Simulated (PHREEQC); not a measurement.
A solution holds 0.0091 mol CuSO4, 0.00034 mol HNO3, 0.066 mol H3BO3 and 0.002 mol CsOH per kg of water, at 57 °C. Closed to the air; pH follows from the charge balance.

The numbers come from PHREEQC with the ion-association model, wateq4f.dat.

The ionic strength comes out as 0.0263 mol/kgw. What activity coefficients do H2BO3-, Cu2(OH)2+2, SO4-2, H+, HSO4- get?

H2BO3- 0.84, Cu2(OH)2+2 0.52, SO4-2 0.53, H+ 0.87, HSO4- 0.85.

Precipitation was switched off in this run. Saturation is exceeded, for instance for Cu(OH)2, Tenorite (slow to form); the values hold only as long as no solid forms. Species that the database lacks are ignored. At this temperature some constants are extrapolated from 25 °C, and those without enthalpy data are left unchanged.
